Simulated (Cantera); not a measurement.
What does this Cantera script print?

```python
import numpy as np
import cantera as ct

gas = ct.Solution("h2o2.yaml")
gas.TPX = 1175, 1333, {'H2': 0.0088, 'O2': 1, 'N2': 0.46}
reactor = ct.IdealGasConstPressureReactor(gas, energy="off", clone=False)
net = ct.ReactorNet([reactor])
net.rtol, net.atol = 1e-08, 1e-18
show = ['H2', 'O2', 'OH', 'HO2', 'H2O', 'O']
times = np.geomspace(0.0003, 4, 15)

steps = ct.SolutionArray(gas, extra=["t"])
rows = []
print(f"{'t/s':>10s}{'T/K':>9s}{'P/Pa':>11s}" + "".join(f"{s:>11s}" for s in show))
for t in times:
    while net.time < t:
        t_next = net.step()
        steps.append(gas.state, t=t_next)
    rows.append([np.interp(t, steps.t, y) for y in (steps.T, steps.P, *steps(*show).X.T)])
    print(f"{t:10.3e}{rows[-1][0]:9.1f}{rows[-1][1]:11.4g}" + "".join(f"{x:11.3e}" for x in rows[-1][2:]))
rate = np.gradient(steps.T, steps.t)
print("integrator steps:", len(steps.t))
if steps.T.max() > steps.T[0] + 200:
    print(f"time of steepest temperature rise: {steps.t[rate.argmax()]:.4e} s")
gas.TPX = 1175, 1333, {'H2': 0.0088, 'O2': 1, 'N2': 0.46}
gas.equilibrate("TP")
print(f"equilibrium (TP): T = {gas.T:.1f} K  " + "  ".join(f"{s} {gas[s].X[0]:.3e}" for s in show))
```

Result:

```
       t/s      T/K       P/Pa         H2         O2         OH        HO2        H2O          O
 3.000e-04   1175.0       1333  5.991e-03  6.808e-01  5.363e-10  6.950e-10  1.160e-10  5.925e-10
 5.912e-04   1175.0       1333  5.991e-03  6.808e-01  1.349e-09  1.371e-09  5.892e-10  1.615e-09
 1.165e-03   1175.0       1333  5.991e-03  6.808e-01  3.815e-09  2.709e-09  3.074e-09  5.044e-09
 2.296e-03   1175.0       1333  5.991e-03  6.808e-01  1.622e-08  5.392e-09  2.057e-08  2.320e-08
 4.526e-03   1175.0       1333  5.991e-03  6.808e-01  1.915e-07  1.161e-08  3.018e-07  2.819e-07
 8.919e-03   1175.0       1333  5.944e-03  6.808e-01  2.132e-05  1.424e-07  3.504e-05  3.162e-05
 1.758e-02   1175.0       1333  4.492e-04  6.759e-01  8.614e-04  1.015e-06  4.902e-03  4.302e-03
 3.464e-02   1175.0       1333  2.248e-05  6.756e-01  4.290e-04  6.194e-07  5.645e-03  4.789e-03
 6.827e-02   1175.0       1333  1.926e-05  6.761e-01  4.006e-04  5.823e-07  5.684e-03  4.215e-03
 1.345e-01   1175.0       1333  1.535e-05  6.769e-01  3.579e-04  5.242e-07  5.739e-03  3.338e-03
 2.652e-01   1175.0       1333  1.041e-05  6.778e-01  2.949e-04  4.346e-07  5.808e-03  2.245e-03
 5.226e-01   1175.0       1333  5.669e-06  6.787e-01  2.181e-04  3.191e-07  5.876e-03  1.215e-03
 1.030e+00   1175.0       1333  2.448e-06  6.794e-01  1.437e-04  2.012e-07  5.929e-03  5.237e-04
 2.030e+00   1175.0       1333  8.775e-07  6.797e-01  8.641e-05  1.083e-07  5.964e-03  1.880e-04
 4.000e+00   1175.0       1333  2.835e-07  6.798e-01  4.933e-05  5.054e-08  5.984e-03  6.098e-05
integrator steps: 1175
equilibrium (TP): T = 1175.0 K  H2 4.748e-10  O2 6.799e-01  OH 2.054e-06  HO2 2.029e-09  H2O 6.008e-03  O 1.050e-07
```

Computed with Cantera and the H2/O2 subset of GRI-Mech 3.0, which has no nitrogen chemistry. Radical loss at walls, strong at low pressure, is not modelled.
